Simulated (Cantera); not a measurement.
An isothermal, constant-pressure homogeneous reactor starts with 0.442 % CO, 7.54 % O2, 0.0340 % H2O, 92.0 % N2, at 1098 K and 470000 Pa.

Computed with Cantera and GRI-Mech 3.0 (53 species, 325 reactions).

### Question
Predict: x(CO) at 4.00 s; x(O2) at 4.00 s; x(H2O) at 4.00 s; x(OH) at 4.00 s; x(CO2) at 4.00 s.

### Answer
```json
{
 "x(CO) at 4.00 s": "0.000539 (gas-phase equilibrium 9.58e-12)",
 "x(O2) at 4.00 s": "0.0736 (gas-phase equilibrium 0.0734)",
 "x(H2O) at 4.00 s": "0.000341 (gas-phase equilibrium 0.000341)",
 "x(OH) at 4.00 s": "2.81e-8 (gas-phase equilibrium 2.01e-8)",
 "x(CO2) at 4.00 s": "0.00388 (gas-phase equilibrium 0.00442)"
}
```
